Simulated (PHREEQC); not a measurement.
Solution A (0.0057 mol NiSO4, 0.00028 mol NaH2PO4 and 3.5e-05 mol NaCl per kg of water) is mixed with solution B (20 mmol/kgw H2SO4, 0.25 mmol/kgw NiCl2 and 33 mmol/kgw MgCl2) at 20 °C; shares are by mass of water, 1 kg in all. Oxygen alone is held at its pressure in air (log pO2 = -0.68). The system is closed to CO2. The run lets Brucite, Ni(OH)2, Ni3(PO4)2, Ni4(OH)6SO4, Halite, Mirabilite, Epsomite, Morenosite precipitate or redissolve, and no other solid.

Equilibrium calculation in PHREEQC: ion-association model, wateq4f.dat.

```tsv
share of solution B	pH	H2PO4- (mol/kgw)	Mg+2 (mol/kgw)	Ni+2 (mol/kgw)	HSO4- (mol/kgw)
0	5.38	0.000274	0	0.00442	1.10e-6
0.05	2.85	0.000223	0.00126	0.00427	[?]
0.15	2.37	0.000153	0.00389	0.00391	0.00108
0.2	2.25	[?]	0.00523	0.00372	0.00144
0.25	2.16	0.000111	[?]	0.00351	0.00180
0.35	2.01	8.17e-5	0.00934	0.00309	0.00252
0.4	1.96	7.04e-5	0.0107	0.00287	0.00289
0.45	1.91	6.06e-5	0.0121	0.00265	0.00326
0.55	1.82	4.43e-5	0.0149	0.00221	0.00401
0.6	1.79	3.75e-5	0.0163	0.00199	0.00439
0.65	1.75	[?]	0.0177	0.00177	0.00477
0.75	1.69	2.05e-5	0.0206	0.00132	0.00555
0.8	1.67	1.57e-5	0.0220	0.00110	0.00594
0.85	1.64	1.14e-5	0.0234	0.000873	0.00634
0.95	1.60	3.53e-6	0.0262	0.000427	0.00714
1	1.58	0	0.0277	0.000204	0.00754
```

**Question.** Complete the blanks.

**Answer.** 
- 0.05, HSO4- (mol/kgw): 0.000366
- 0.2, H2PO4- (mol/kgw): 0.000130
- 0.25, Mg+2 (mol/kgw): 0.00659
- 0.65, H2PO4- (mol/kgw): 3.13e-5

H3PO4, which wateq4f.dat lacks, is added to it with the constant of phreeqc.dat. The database has no phosphate complexes of Ni.
